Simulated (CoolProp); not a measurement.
Values from CoolProp's reference Helmholtz-energy equation of state, Lemmon 2013.

Problem. Give the vapour pressure (MPa), vapour Z, liquid conductivity (mW/(m K)) of saturated propylene at 244, 273.3 K.

Solution. 
| T (K) | p (MPa) | vapour Z | liquid conductivity (mW/(m K)) |
|---|---|---|---|
| 244 | 0.219 | 0.938 | 137 |
| 273.3 | 0.587 | 0.877 | 124 |

Thermal conductivity comes from a separate model (Huber 2003), an estimate that may be off by 10 % or more.
